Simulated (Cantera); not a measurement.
A perfectly stirred reactor is fed with CH4 : N2 = 1 : 1.3 (molar parts), at 0.0132 atm; it is held at 1548 K, and followed from long to short residence time.

Detailed kinetics in Cantera: GRI-Mech 3.0 (53 species, 325 reactions). GRI-Mech 3.0 stops at C3 and has no aromatics, soot or wall deposition, so with more carbon than oxygen in the feed, carbon stays in small species such as C2H2 where larger ones or solid carbon would form. Radical loss at walls, strong at low pressure, is not modelled.

### Question
What does this change do: pressure from 0.0132 atm to 0.000395 atm?

### Answer
| quantity | before | after |
|---|---|---|
| x(CH4) at τ = 1.60 s | 0.239 | 0.429 |
| x(H2) at τ = 1.60 s | 0.201 | 0.00419 |
| x(C2H2) at τ = 1.60 s | 0.0645 | 0.000401 |
| x(C2H) at τ = 1.60 s | 3.22e-8 | 2.53e-10 |
| x(C2H6) at τ = 1.60 s | 9.99e-5 | 4.50e-6 |
| x(CH4) at τ = 18.0 ms | 0.434 | 0.435 |
| x(H2) at τ = 18.0 ms | 0.000302 | 4.81e-6 |
| x(C2H2) at τ = 18.0 ms | 3.59e-6 | 5.05e-12 |
| x(C2H) at τ = 18.0 ms | 3.85e-12 | <1e-12 |
| x(C2H6) at τ = 18.0 ms | 8.51e-6 | 7.76e-11 |
